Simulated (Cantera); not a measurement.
## N2O furnace oxynitridation

An isothermal, constant-pressure homogeneous reactor starts with N2O = 1 (molar parts), at 1350 K and 0.987 atm.

Detailed kinetics in Cantera: GRI-Mech 3.0 (53 species, 325 reactions). GRI-Mech 3.0 was tuned for natural gas; its chemistry of N2O as a main component is partial and can be far from experiment. The mechanism lacks the step 2 NO + O2 → 2 NO2, which can matter for NO2 below about 1400 K. The temperature is held fixed by assumption; the heat of reaction is taken as removed at once.

| t (s) | x N2O | x O | x N2 | x NO2 | x O2 | x NO |
|---|---|---|---|---|---|---|
| 8.00e-6 | 1.000 | 1.20e-5 | 4.33e-5 | 6.11e-11 | 1.42e-5 | 5.90e-6 |
| 3.74e-5 | 1.000 | 1.36e-5 | 0.000237 | 3.11e-9 | 0.000101 | 4.22e-5 |
| 0.000175 | 0.998 | 1.36e-5 | 0.00115 | 7.85e-8 | 0.000515 | 0.000214 |
| 0.000818 | 0.991 | 1.36e-5 | 0.00539 | 1.58e-6 | 0.00244 | 0.00101 |
| 0.00383 | 0.960 | 1.34e-5 | 0.0247 | 2.21e-5 | 0.0112 | 0.00462 |
| 0.0179 | 0.829 | 1.29e-5 | 0.104 | 0.000146 | 0.0471 | 0.0192 |
| 0.0837 | 0.463 | 1.05e-5 | 0.329 | 0.000482 | 0.150 | 0.0578 |
| 0.391 | 0.0744 | 3.69e-6 | 0.573 | 0.000754 | 0.264 | 0.0870 |
| 1.83 | 0.000277 | 2.45e-7 | 0.623 | 0.000898 | 0.289 | 0.0869 |
| 8.55 | 2.21e-6 | 2.29e-7 | 0.623 | 0.000904 | 0.289 | 0.0868 |
| 40.0 | 2.19e-6 | 2.29e-7 | 0.623 | 0.000899 | 0.289 | 0.0863 |
x: mole fraction; the columns are a selection and need not sum to one.

Equilibrium at this temperature and pressure: N2O 3.76e-8, O 2.45e-7, N2 0.666, NO2 7.05e-6, O2 0.333, NO 0.000630 (gas phase only).
